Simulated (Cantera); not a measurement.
Input (Python, Cantera) and output of one run.

```python
import numpy as np
import cantera as ct

gas_names = [...]  # 127 gases of nasa_gas.yaml made of C, Fe, H, O, S
cond_names = """
    C(gr) C6H6(L) C7H8(L) C8H18(L),n-octa Fe(a) Fe(c) Fe(d) Fe(L) FeC5O5(L) FeO(s) FeO(L) Fe(OH)2(s)
    Fe(OH)3(s) FeS(a) FeS(b) FeS(c) FeS(L) FeSO4(s) FeS2(s) Fe2O3(s) Fe2S3O12(s) Fe3O4(s) H2O(s) H2O(L)
    H2SO4(L) S(cr1) S(cr2) S(L)
""".split()


# ... load() reads the species with a 1 bar reference pressure and builds the phases ...
atoms = {
    'FeS2': {'Fe': 1, 'S': 2},
    'H2S': {'H': 2, 'S': 1},
    'CO2': {'C': 1, 'O': 2},
}
top_T = {'C(gr)': 4500, 'FeSO4(s)': 950, 'FeS2(s)': 1010, 'Fe2O3(s)': 1830, 'Fe2S3O12(s)': 1100, 'Fe3O4(s)': 1870}  # K; cautious upper limits of use, not melting points


# ... equilibrate(T, P, feed) seeds the gas with the atoms and calls Mixture.equilibrate('TP', solver="vcs", rtol=1e-11, max_steps=5000) ...
results = []
feed = {'FeS2': 1, 'H2S': 0.28, 'CO2': 0.05}  # mol
P = 10000  # Pa
for T in [775, 875, 975, 1075, 1175, 1275, 1375]:
    mix = equilibrate(T, P, feed)
    results.append((T, P, feed, dict(zip(mix.species_names, mix.species_moles))))

top = {s: max(r[3][s] / sum(r[3][g] for g in gas_names) for r in results) for s in gas_names}
cols = sorted((s for s in top if top[s] > 0.001), key=lambda s: -top[s])[:7]
seen = [c for c in cond_names if any(r[3].get(c, 0) > 1e-12 for r in results)]
print("log10 of partial pressures in bar; condensed amounts in mol")
print(f"{'T/K':>10s}" + "".join(f"{s[:9]:>10s}" for s in cols + seen))
for T, P, feed, n in results:
    ng = sum(n[g] for g in gas_names)
    print(f"{T:10.4g}" + "".join(f"{np.log10(max(n[s] / ng * P / 1e5, 1e-99)):10.3f}" for s in cols)
          + "".join(f"{n.get(c, 0):10.4g}" for c in seen))
```

Output:

```
log10 of partial pressures in bar; condensed amounts in mol
       T/K       H2S        S2       CO2        H2       H2O        CO       COS    FeS(c)   FeS2(s)
       775    -1.096    -3.088    -1.917    -3.041    -2.520    -3.141    -2.674         0         1
       875    -1.123    -2.418    -1.982    -2.715    -2.371    -2.748    -2.649   0.01347    0.9865
       975    -1.513    -1.218    -2.406    -3.157    -2.682    -3.084    -2.940         1         0
      1075    -1.545    -1.215    -2.510    -2.743    -2.549    -2.735    -3.038         1         0
      1175    -1.598    -1.211    -2.658    -2.424    -2.445    -2.530    -3.201         1         0
      1275    -1.673    -1.206    -2.833    -2.186    -2.380    -2.418    -3.398         1         0
      1375    -1.768    -1.202    -3.009    -2.014    -2.347    -2.361    -3.602         1         0
```

Equilibrium computed with Cantera from the NASA thermochemical tables; the gas is ideal and each condensed phase is pure. FeS: taken at fixed stoichiometry. Gases not in the tables: S3 to S7.
